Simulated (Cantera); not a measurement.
Charge: 1 mol SiCl4, 5.8 mol N2, at 5.90 mbar.

These are equilibrium values from Cantera (NASA tables, ideal gas, pure condensed phases), not measurements of a reactor. Candidate condensed phases: Si, Si3N4; 13 gas species. The tables' values for SiCl3 are old estimates; treat these amounts as uncertain. Equilibrium is a limit: real reactors are often held back by kinetics, nucleation or transport.

x: gas mole fraction; nothing condenses.

```json
[
 {"T (°C)": "700", "x N2": "0.853", "x SiCl4": "0.147", "x Cl": "1.20e-6", "x SiCl3": "1.45e-6", "x SiCl2": "4.11e-10", "x Cl2": "1.28e-7"},
 {"T (°C)": "750", "x N2": "0.853", "x SiCl4": "0.147", "x Cl": "4.02e-6", "x SiCl3": "4.66e-6", "x SiCl2": "3.11e-9", "x Cl2": "3.22e-7"},
 {"T (°C)": "800", "x N2": "0.853", "x SiCl4": "0.147", "x Cl": "(withheld)", "x SiCl3": "1.34e-5", "x SiCl2": "(withheld)", "x Cl2": "(withheld)"},
 {"T (°C)": "850", "x N2": "0.853", "x SiCl4": "0.147", "x Cl": "3.25e-5", "x SiCl3": "3.53e-5", "x SiCl2": "1.06e-7", "x Cl2": "1.55e-6"},
 {"T (°C)": "900", "x N2": "0.853", "x SiCl4": "0.147", "x Cl": "(withheld)", "x SiCl3": "8.57e-5", "x SiCl2": "(withheld)", "x Cl2": "(withheld)"},
 {"T (°C)": "950", "x N2": "0.853", "x SiCl4": "0.147", "x Cl": "0.000186", "x SiCl3": "0.000193", "x SiCl2": "2.02e-6", "x Cl2": "5.68e-6"},
 {"T (°C)": "1000", "x N2": "0.853", "x SiCl4": "0.147", "x Cl": "0.000401", "x SiCl3": "0.000406", "x SiCl2": "7.38e-6", "x Cl2": "1.01e-5"},
 {"T (°C)": "1050", "x N2": "0.852", "x SiCl4": "0.146", "x Cl": "0.000820", "x SiCl3": "0.000805", "x SiCl2": "2.43e-5", "x Cl2": "1.72e-5"},
 {"T (°C)": "1100", "x N2": "0.852", "x SiCl4": "0.145", "x Cl": "0.00160", "x SiCl3": "0.00151", "x SiCl2": "7.24e-5", "x Cl2": "2.84e-5"},
 {"T (°C)": "1150", "x N2": "0.850", "x SiCl4": "0.144", "x Cl": "0.00298", "x SiCl3": "0.00268", "x SiCl2": "0.000197", "x Cl2": "4.57e-5"}
]
```

### Question
Complete the blanks.

### Answer

- 900, x Cl: 8.05e-5
- 900, x SiCl2: 4.92e-7
- 900, x Cl2: 3.05e-6
- 800, x Cl: 1.20e-5
- 800, x SiCl2: 1.96e-8
- 800, x Cl2: 7.35e-7
